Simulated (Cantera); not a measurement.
Charge: 1 mol Si₃N₄, 0.0051 mol H₂O, 300 mol H₂, at 133 Pa.

Cantera equilibrium calculation (NASA polynomials, part measured and part estimated; ideal gas, pure solids and liquids). Candidate condensed phases: H₂O, Si, SiO₂, Si₂N₂O, Si₃N₄; 35 gas species. Gases not in the tables: Si₂H₆ and higher silanes. Equilibrium is a limit: real reactors are often held back by kinetics, nucleation or transport.

log p: log10 of the partial pressure in bar; n: condensed amount in mol.

```csv
T (°C),log p H₂,log p H,log p Si,log p N₂,log p SiH,n Si(s),n Si(l)
1302,-2.88,-5.82,-7.24,-5.05,(withheld),2.98,0
1377,-2.88,-5.48,-6.57,-5.05,(withheld),2.93,0
1452,-2.88,-5.17,-5.99,-5.06,(withheld),0,2.74
1527,-2.88,-4.89,-5.50,-5.06,(withheld),0,2.22
1602,-2.89,-4.63,-5.04,-5.06,-6.52,0,0.775
1677,-2.90,-4.39,-4.91,-5.07,-6.47,0,0
1752,-2.91,-4.17,-4.91,-5.07,(withheld),0,0
1827,-2.92,-3.97,-4.91,-5.08,(withheld),0,0
```

Question: Complete the blanks.

Answer: 
- 1302, log p SiH: -8.30
- 1377, log p SiH: -7.75
- 1452, log p SiH: -7.28
- 1527, log p SiH: -6.88
- 1752, log p SiH: -6.55
- 1827, log p SiH: -6.64
